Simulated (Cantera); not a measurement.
Input (Python, Cantera) and output of one run.

```python
import numpy as np
import cantera as ct

gas_names = [...]  # 136 gases of nasa_gas.yaml made of C, H, N, O
cond_names = """
    C(gr) C6H6(L) C7H8(L) C8H18(L),n-octa H2O(s) H2O(L)
""".split()


# ... load() reads the species with a 1 bar reference pressure and builds the phases ...
atoms = {
    'C3H6': {'C': 3, 'H': 6},
    'H2O': {'H': 2, 'O': 1},
    'N2': {'N': 2},
}
top_T = {'C(gr)': 4500}  # K; cautious upper limits of use, not melting points


# ... equilibrate(T, P, feed) seeds the gas with the atoms and calls Mixture.equilibrate('TP', solver="vcs", rtol=1e-11, max_steps=5000) ...
results = []
feed = {'C3H6': 1, 'H2O': 0.039, 'N2': 3.4}  # mol
P = 550  # Pa
for T in [1525, 1725, 1925, 2125, 2325, 2525, 2725, 2925]:
    mix = equilibrate(T, P, feed)
    results.append((T, P, feed, dict(zip(mix.species_names, mix.species_moles))))
    x = sorted(zip(gas.X, gas.species_names), reverse=True)
    print(f"T = {T:g} K  P = {P:g} Pa  gas = {mix.phase_moles(0):.4g} mol")
    print("   x: " + "  ".join(f"{s} {v:.3e}" for v, s in x if v > 0.001))
    print("   condensed (mol): " + ("  ".join(f"{mix.phase(i).name} {mix.phase_moles(i):.4g}"
          for i in range(1, mix.n_phases) if mix.phase_moles(i) > 1e-12) or "none"))
```

Result:

```
T = 1525 K  P = 550 Pa  gas = 6.479 mol
   x: N2 5.245e-01  H2 4.686e-01  CO 6.020e-03
   condensed (mol): C(gr) 2.957
T = 1725 K  P = 550 Pa  gas = 6.484 mol
   x: N2 5.233e-01  H2 4.668e-01  CO 6.015e-03  HCN 2.072e-03  H 1.711e-03
   condensed (mol): C(gr) 2.947
T = 1925 K  P = 550 Pa  gas = 6.506 mol
   x: N2 5.198e-01  H2 4.597e-01  H 8.740e-03  CO 5.994e-03  HCN 5.303e-03
   condensed (mol): C(gr) 2.922
T = 2125 K  P = 550 Pa  gas = 6.585 mol
   x: N2 5.104e-01  H2 4.386e-01  H 3.243e-02  HCN 1.108e-02  CO 5.923e-03
   condensed (mol): C(gr) 2.873
T = 2325 K  P = 550 Pa  gas = 6.793 mol
   x: N2 4.899e-01  H2 3.887e-01  H 9.248e-02  HCN 1.929e-02  CO 5.741e-03  C2H2,acetylene 1.900e-03  HNC 1.818e-03
   condensed (mol): C(gr) 2.79
T = 2525 K  P = 550 Pa  gas = 7.23 mol
   x: N2 4.541e-01  H2 2.979e-01  H 2.063e-01  HCN 2.771e-02  CO 5.394e-03  C2H2,acetylene 3.577e-03  HNC 3.339e-03  CN 1.150e-03
   condensed (mol): C(gr) 2.669
T = 2725 K  P = 550 Pa  gas = 7.944 mol
   x: N2 4.070e-01  H 3.572e-01  H2 1.803e-01  HCN 3.211e-02  CN 4.916e-03  CO 4.909e-03  HNC 4.766e-03  C2H2,acetylene 4.647e-03  C3 2.222e-03  C2H 1.022e-03
   condensed (mol): C(gr) 2.474
T = 2925 K  P = 550 Pa  gas = 8.983 mol
   x: H 4.725e-01  N2 3.526e-01  H2 7.899e-02  HCN 2.922e-02  C3 2.496e-02  CN 1.677e-02  HNC 5.189e-03  C 4.432e-03  CO 4.342e-03  C2H2,acetylene 3.930e-03  C2H 3.618e-03  C2 2.498e-03
   condensed (mol): C(gr) 1.581
```

These are equilibrium values from Cantera (NASA tables, ideal gas, pure condensed phases), not measurements of a reactor.
